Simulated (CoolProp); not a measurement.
Values from CoolProp's reference Helmholtz-energy equation of state, Thol 2019.

Problem. Give the vapour pressure (kPa), enthalpy of vaporisation (kJ/kg), vapour Z, surface tension (mN/m) of saturated tetradecamethylhexasiloxane (MD4M) at 230.25, 270.15 °C.

Solution. 
```
T (°C)  p (kPa)  enthalpy of vaporisation (kJ/kg)  vapour Z  surface tension (mN/m)
------  -------  --------------------------------  --------  ----------------------
230.25     50.5                               108     0.927                    5.74
270.15      127                              93.3     0.857                    3.80
```

Surface tension comes from a separate correlation (Mulero 2014), older than this fluid's equation and unchecked against measurements.
